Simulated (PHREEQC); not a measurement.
City or well water: speciation

Model water analysis in mg/L, 20 °C, pH 8.59, pe 8.1: Na 4.23; K 1.33; Ca 10.3; Mg 6.86; Cl 8.58; S(6) as SO4 0.251; Alkalinity as HCO3 65.4; Cd 0.306; N(5) as NO3 0.335; Pb 1.66.

Valence states are taken as typed.

The numbers come from PHREEQC with the ion-association model, phreeqc.dat.

This is a speciation only: nothing precipitates in the calculation.

Problem. Estimate the specific conductance.

Solution. specific conductance 116 µS/cm.

Problem. In which forms is Cd present?

Solution. Cd+2 93 %, CdHCO3+ 2.4 %, CdOH+ 1.8 %, CdCl+ 1.7 %, CdCO3 0.9 % of the Cd.

Examples of supersaturated solids here: Otavite, Pb(OH)2. Others may be too.
